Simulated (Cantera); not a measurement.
What does this Cantera script print?

```python
import numpy as np
import cantera as ct

gas = ct.Solution("h2o2.yaml")
gas.TPX = 650, 290000, {'H2': 1, 'O2': 0.333, 'N2': 0.867}
flame = ct.FreeFlame(gas, width=0.019)
flame.set_refine_criteria(ratio=3, slope=0.08, curve=0.16)
flame.transport_model = "mixture-averaged"
flame.solve(loglevel=0, auto=True)
flame.transport_model = "multicomponent"
flame.soret_enabled = True
flame.solve(loglevel=0, refine_grid=True)
z, T = flame.grid, flame.T
thick = (T[-1] - T[0]) / np.gradient(T, z).max()
show = ['H2', 'O2', 'H2O', 'O', 'OH', 'H2O2']
print(f"laminar burning velocity  {flame.velocity[0] * 100:.3f} cm/s")
print(f"burnt temperature         {T[-1]:.1f} K")
print(f"thermal thickness         {thick * 1e3:.4f} mm")
print(f"grid points               {len(z)}")
z0 = z[flame.heat_release_rate.argmax()]
print(f"{'z/mm':>9s}{'T/K':>9s}{'u/(m/s)':>9s}" + "".join(f"{s:>11s}" for s in show))
rows = []
for k in (-3, -2, -1.5, -1, -0.5, -0.25, 0, 0.25, 0.5, 1, 2, 4, 8):
    zz = z0 + k * thick
    rows.append([k * thick, np.interp(zz, z, T), np.interp(zz, z, flame.velocity),
                 *(np.interp(zz, z, flame.X[gas.species_index(s)]) for s in show)])
    print(f"{rows[-1][0] * 1e3:9.3f}{rows[-1][1]:9.1f}{rows[-1][2]:9.3f}" + "".join(f"{x:11.3e}" for x in rows[-1][3:]))
```

Result:

```
laminar burning velocity  1318.364 cm/s
burnt temperature         2729.4 K
thermal thickness         0.1086 mm
grid points               130
     z/mm      T/K  u/(m/s)         H2         O2        H2O          O         OH       H2O2
   -0.326    650.0   13.184  4.545e-01  1.514e-01  8.872e-13  1.171e-15  5.477e-17  2.590e-15
   -0.217    650.0   13.184  4.545e-01  1.514e-01  1.874e-10  8.671e-13  4.152e-14  3.603e-13
   -0.163    650.0   13.184  4.545e-01  1.514e-01  3.102e-09  2.945e-11  1.502e-12  7.724e-12
   -0.109    650.1   13.182  4.544e-01  1.514e-01  2.624e-07  4.168e-09  3.548e-10  1.003e-09
   -0.054    671.9   13.422  4.444e-01  1.533e-01  8.282e-04  1.206e-05  6.803e-05  4.276e-06
   -0.027    920.3   17.739  4.021e-01  1.484e-01  2.326e-02  5.281e-04  1.218e-03  2.698e-05
    0.000   1416.3   26.504  2.854e-01  9.897e-02  1.266e-01  5.656e-03  5.316e-03  8.711e-06
    0.027   1766.2   32.730  1.789e-01  3.358e-02  2.454e-01  9.043e-03  1.262e-02  2.984e-06
    0.054   1931.1   35.554  1.517e-01  1.270e-02  2.841e-01  8.514e-03  1.646e-02  1.801e-06
    0.109   2099.5   38.280  1.512e-01  6.324e-03  2.989e-01  7.055e-03  1.863e-02  1.032e-06
    0.217   2271.3   40.923  1.575e-01  4.288e-03  3.088e-01  5.077e-03  1.874e-02  6.240e-07
    0.434   2433.2   43.304  1.626e-01  2.671e-03  3.199e-01  3.181e-03  1.706e-02  4.159e-07
    0.869   2568.9   45.225  1.665e-01  1.470e-03  3.305e-01  1.749e-03  1.407e-02  2.914e-07
```

Model: the H2/O2 subset of GRI-Mech 3.0, which has no nitrogen chemistry, integrated in Cantera. The hydrogen kinetics of GRI-Mech 3.0 are dated; newer H2 mechanisms differ, most at raised pressure. Burning velocities carry a grid error of a few per cent, more on coarse grids.
